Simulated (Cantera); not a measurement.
Input: 1 mol Al, 0.86 mol N2O, 52 mol N2, at 16.0 Pa.

Equilibrium computed with Cantera from the NASA thermochemical tables; the gas is ideal and each condensed phase is pure. Candidate condensed phases: Al, AlN, Al2O3; 16 gas species. Mutual solubility and eutectic melting of coexisting phases are not modelled. Condensed phases not in the tables: aluminium oxynitride. The numbers say what is thermodynamically allowed, not how fast it happens.

x: gas mole fraction; n: condensed amount in mol.

| T (K) | x N2 | x Al | x Al2O | x AlO | x O | n AlN(s) | n Al2O3(s) |
|---|---|---|---|---|---|---|---|
| 1148 | 1.00 | 4.56e-12 | <1e-12 | <1e-12 | <1e-12 | 0.427 | 0.287 |
| 1248 | 1.00 | 9.88e-10 | ___ | <1e-12 | <1e-12 | 0.427 | 0.287 |
| 1348 | 1.00 | 9.55e-8 | ___ | <1e-12 | <1e-12 | 0.427 | 0.287 |
| 1448 | 1.000 | 4.88e-6 | ___ | 3.01e-11 | <1e-12 | 0.426 | 0.287 |
| 1548 | 1.000 | 0.000149 | ___ | 1.41e-9 | <1e-12 | 0.418 | 0.286 |
| 1648 | 0.996 | 0.00299 | ___ | 4.09e-8 | 4.72e-12 | 0.231 | 0.277 |
| 1748 | 0.992 | 0.00634 | ___ | 4.28e-7 | 2.02e-10 | 0 | 0.264 |
| 1848 | 0.992 | 0.00652 | ___ | 2.79e-6 | 8.83e-9 | 0 | 0.267 |
| 1948 | 0.992 | 0.00666 | ___ | 1.50e-5 | 2.61e-7 | 0 | 0.268 |
| 2048 | 0.992 | 0.00678 | ___ | 6.78e-5 | 5.54e-6 | 0 | 0.269 |
| 2148 | 0.992 | 0.00688 | ___ | 0.000267 | 8.81e-5 | 0 | 0.265 |

### Question
Fill in the missing entries.

### Answer

- 1248, x Al2O: 2.79e-12
- 1348, x Al2O: 9.72e-10
- 1448, x Al2O: 1.49e-7
- 1548, x Al2O: 1.17e-5
- 1648, x Al2O: 0.000536
- 1748, x Al2O: 0.00125
- 1848, x Al2O: 0.00112
- 1948, x Al2O: 0.00101
- 2048, x Al2O: 0.000911
- 2148, x Al2O: 0.000828
